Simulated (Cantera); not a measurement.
What does this Cantera script print?

```python
import numpy as np
import cantera as ct

gas = ct.Solution("gri30.yaml")
gas.TPX = 1398, 1333, {'H2': 0.064, 'O2': 1, 'N2': 0.65}
inlet = ct.Reservoir(gas, clone=True)

reactor = ct.IdealGasConstPressureReactor(gas, energy="off", clone=False)
exhaust = ct.Reservoir(gas, clone=True)
tau = [0.48, 0.19, 0.072, 0.028, 0.011, 0.0042, 0.0016, 0.00063][0]
for a, b in ((inlet, reactor), (reactor, exhaust)):
    ct.MassFlowController(a, b, mdot=lambda t: reactor.mass / tau)
net = ct.ReactorNet([reactor])
show = ['H2', 'O2', 'OH', 'H2O2', 'NO', 'O', 'HO2']

rows = []
print(f"{'tau/s':>10s}{'T/K':>9s}" + "".join(f"{s:>11s}" for s in show))
for tau in [0.48, 0.19, 0.072, 0.028, 0.011, 0.0042, 0.0016, 0.00063]:
    net.initial_time = 0.0
    net.advance(30 * tau)
    before = gas.X
    net.advance(40 * tau)
    drift = np.max(np.abs(gas.X - before) / (gas.X + 1e-9))
    rows.append([gas.T, *gas[show].X, drift])
    print(f"{tau:10.3e}{gas.T:9.1f}" + "".join(f"{x:11.3e}" for x in gas[show].X))
```

It prints:

```
     tau/s      T/K         H2         O2         OH       H2O2         NO          O        HO2
 4.800e-01   1398.0  2.755e-04  5.683e-01  2.481e-03  2.699e-08  4.621e-07  7.797e-03  7.967e-07
 1.900e-01   1398.0  4.359e-04  5.644e-01  3.087e-03  3.139e-08  4.862e-07  1.225e-02  9.607e-07
 7.200e-02   1398.0  6.529e-04  5.599e-01  3.671e-03  3.484e-08  4.172e-07  1.744e-02  1.091e-06
 2.800e-02   1398.0  9.305e-04  5.565e-01  4.125e-03  3.747e-08  2.690e-07  2.142e-02  1.173e-06
 1.100e-02   1398.0  1.397e-03  5.548e-01  4.528e-03  4.077e-08  1.367e-07  2.329e-02  1.230e-06
 4.200e-03   1398.0  2.443e-03  5.550e-01  5.050e-03  4.674e-08  5.747e-08  2.298e-02  1.284e-06
 1.600e-03   1398.0  4.882e-03  5.571e-01  5.743e-03  5.596e-08  2.070e-08  2.048e-02  1.333e-06
 6.300e-04   1398.0  1.013e-02  5.618e-01  6.177e-03  6.279e-08  5.923e-09  1.581e-02  1.329e-06
```

Model: GRI-Mech 3.0 (53 species, 325 reactions), integrated in Cantera. Radical loss at walls, strong at low pressure, is not modelled. The temperature is held fixed by assumption; the heat of reaction is taken as removed at once.
